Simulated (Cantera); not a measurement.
Feed: 1 mol Si3N4, 47 mol HCl, 69 mol N2, equilibrated at 1450 K and 1.60e-5 bar.

Cantera equilibrium calculation (NASA polynomials, part measured and part estimated; ideal gas, pure solids and liquids). Candidate condensed phases: NH4Cl, Si, Si3N4; 28 gas species. The tables' values for SiCl3 are old estimates; treat these amounts as uncertain. Kinetics and transport are ignored.

Base state: N2 0.601, HCl 0.342, H2 0.0276, SiCl2 0.0246, Cl 0.00397, SiCl3 0.000704, H 0.000393, SiCl4 7.37e-5 (mole fractions); condensed: gas only.

Task: What changes in the equilibrium state with this change: temperature from 1450 K to 1075 K?

Result: 
```json
[
 {"species": "N2", "before": "0.601", "after": "0.615"},
 {"species": "HCl", "before": "0.342", "after": "0.311"},
 {"species": "H2", "before": "0.0276", "after": "0.0480"},
 {"species": "SiCl2", "before": "0.0246", "after": "0.00291"},
 {"species": "SiCl4", "before": "7.37e-5", "after": "0.0211"},
 {"species": "Cl", "before": "0.00397", "after": "4.70e-6"},
 {"species": "H", "before": "0.000393", "after": "8.04e-7"},
 {"species": "SiHCl3", "before": "5.12e-7", "after": "4.05e-5"}
]
```
